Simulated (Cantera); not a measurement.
Source: NASA polynomial tables (part measured, part estimated), evaluated in Cantera. Values are per mole of reaction as written; species without (g) are pure solids or liquids, kept so even where they would boil at 1 bar. TaC: taken at fixed stoichiometry.

4 TaC + CH3OH(g) ⇌ CO(g) + 2 C2H2(g) + 4 Ta

```csv
T (K),ΔH° (kJ),ΔS° (J/K),ΔG° (kJ),log10 K
2248,1095.7,344.9,320.4,-7.45
2298,___,___,___,___
2348,___,___,___,___
2398,1091.3,343.0,268.9,-5.86
2448,1089.9,342.4,251.7,-5.37
2498,___,___,___,___
```

Task: Fill in the missing entries.

Result: 
- 2298, ΔH° (kJ): 1094.3
- 2298, ΔS° (J/K): 344.2
- 2298, ΔG° (kJ): 303.2
- 2298, log10 K: -6.89
- 2348, ΔH° (kJ): 1092.8
- 2348, ΔS° (J/K): 343.6
- 2348, ΔG° (kJ): 286.0
- 2348, log10 K: -6.36
- 2498, ΔH° (kJ): 1088.4
- 2498, ΔS° (J/K): 341.8
- 2498, ΔG° (kJ): 234.6
- 2498, log10 K: -4.91
